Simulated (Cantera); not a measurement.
What does this Cantera script print?

```python
import numpy as np
import cantera as ct

gas_names = """
    Cu CuF CuF2 CuO Cu2 F FO FO2 F2 F2O H HF HOF HO2 H2 H2F2 H2O H2O2 H3F3 H4F4 H5F5 H6F6 H7F7 O OH O2
    O3
""".split()
cond_names = """
    Cu(cr) Cu(L) CuF2(s) CuF2(L) CuO(s) CuO2H2(s) Cu2O(s) Cu2O(L) H2O(s) H2O(L)
""".split()


# ... load() reads the species with a 1 bar reference pressure and builds the phases ...
atoms = {
    'CuO': {'Cu': 1, 'O': 1},
    'F2': {'F': 2},
    'H2': {'H': 2},
}
top_T = {'CuO(s)': 1390}  # K; cautious upper limits of use, not melting points


# ... equilibrate(T, P, feed) seeds the gas with the atoms and calls Mixture.equilibrate('TP', solver="vcs", rtol=1e-11, max_steps=5000) ...
results = []
T = 1173  # K
P = 100  # Pa
for m in [0.62, 0.78, 0.96, 1.2, 1.5, 1.9, 2.3, 2.9, 3.6, 4.4, 5.5, 6.8]:
    feed = {'CuO': 1, 'F2': m, 'H2': 0.39}  # mol
    mix = equilibrate(T, P, feed)
    results.append((T, P, feed, dict(zip(mix.species_names, mix.species_moles))))

top = {s: max(r[3][s] / sum(r[3][g] for g in gas_names) for r in results) for s in gas_names}
cols = sorted((s for s in top if top[s] > 1e-05), key=lambda s: -top[s])[:7]
seen = [c for c in cond_names if any(r[3].get(c, 0) > 1e-12 for r in results)]
print("log10 of partial pressures in bar; condensed amounts in mol")
print(f"{'n(F2)':>10s}" + "".join(f"{s[:9]:>10s}" for s in cols + seen))
for T, P, feed, n in results:
    ng = sum(n[g] for g in gas_names)
    print(f"{feed['F2']:10.4g}" + "".join(f"{np.log10(max(n[s] / ng * P / 1e5, 1e-99)):10.3f}" for s in cols)
          + "".join(f"{n.get(c, 0):10.4g}" for c in seen))
```

Result:

```
log10 of partial pressures in bar; condensed amounts in mol
     n(F2)         F        HF      CuF2        O2       CuF        F2   Cu2O(s)
      0.62    -8.519    -3.258    -3.960    -3.636    -3.972   -16.294    0.3474
      0.78    -8.425    -3.327    -3.772    -3.645    -3.877   -16.107      0.25
      0.96    -8.369    -3.392    -3.657    -3.652    -3.819   -15.995    0.1419
       1.2    -8.318    -3.466    -3.566    -3.659    -3.778   -15.892         0
       1.5    -4.056    -3.506    -3.398    -3.699    -7.873    -7.368         0
       1.9    -3.511    -3.626    -3.518    -3.819    -8.538    -6.279         0
       2.3    -3.354    -3.720    -3.612    -3.913    -8.788    -5.965         0
       2.9    -3.246    -3.831    -3.724    -4.025    -9.008    -5.749         0
       3.6    -3.183    -3.933    -3.825    -4.126    -9.173    -5.622         0
       4.4    -3.142    -4.026    -3.918    -4.219    -9.307    -5.540         0
       5.5    -3.109    -4.128    -4.020    -4.321    -9.442    -5.474         0
       6.8    -3.085    -4.224    -4.116    -4.417    -9.561    -5.427         0
```

Method: chemical equilibrium by Gibbs-energy minimisation in Cantera with the NASA 1993 tables (ideal gas, pure condensed phases).
